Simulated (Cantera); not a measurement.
A perfectly stirred reactor is fed with C₂H₆ : H₂ = 1 : 6.9 (molar parts), at 1.00 bar; it is held at 1375 K, and followed from long to short residence time.

Model: GRI-Mech 3.0 (53 species, 325 reactions), integrated in Cantera. GRI-Mech 3.0 stops at C3 and has no aromatics, soot or wall deposition, so with more carbon than oxygen in the feed, carbon stays in small species such as C2H2 where larger ones or solid carbon would form.

| quantity | before | after |
|---|---|---|
| x(C₂H₆) at τ = 7.30 s | 0.000312 | 4.12e-5 |
| x(H₂) at τ = 7.30 s | 0.790 | 0.952 |
| x(C₂H₄) at τ = 7.30 s | 0.0146 | 0.00161 |
| x(CH₂) at τ = 7.30 s | 9.59e-11 | 2.22e-11 |
| x(CH₄) at τ = 7.30 s | 0.178 | 0.0447 |
| x(C₂H₆) at τ = 36.0 ms | 0.00340 | 0.000724 |
| x(H₂) at τ = 36.0 ms | 0.855 | 0.967 |
| x(C₂H₄) at τ = 36.0 ms | 0.0476 | 0.0102 |
| x(CH₂) at τ = 36.0 ms | 9.15e-10 | 2.29e-10 |
| x(CH₄) at τ = 36.0 ms | 0.0632 | 0.0161 |

Question: Name the change that produced these shifts.
A) H2 6.9 to 38 parts
B) H2 6.9 to 1.4 parts
C) pressure from 1.00 bar to 9.00 Torr
D) temperature 1375 to 1450 K

Answer: A, H2 6.9 to 38 parts
